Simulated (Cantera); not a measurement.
**Ignition delay**

Mixture: 4.42 % C3H8, 20.1 % O2, 75.5 % N2, equivalence ratio 1.1, at 17.0 bar, adiabatic and at constant volume. Ignition delay is the time to a rise of 400 K.

Model: GRI-Mech 3.0 (53 species, 325 reactions), integrated in Cantera. GRI-Mech 3.0 was tuned for natural gas; its chemistry of propane as a main component is partial and can be far from experiment. The pressure lies above the range GRI-Mech 3.0 was tuned for (to about 10 atm).

```csv
T0 (K),delay (ms)
1250,0.461
1300,0.203
1350,0.0938
1400,0.0460
1450,0.0240
1500,0.0134
1550,0.00795
1600,0.00501
```

```json
{
  "apparent activation energy between 1500 and 1600 K": "200 kJ/mol"
}
```
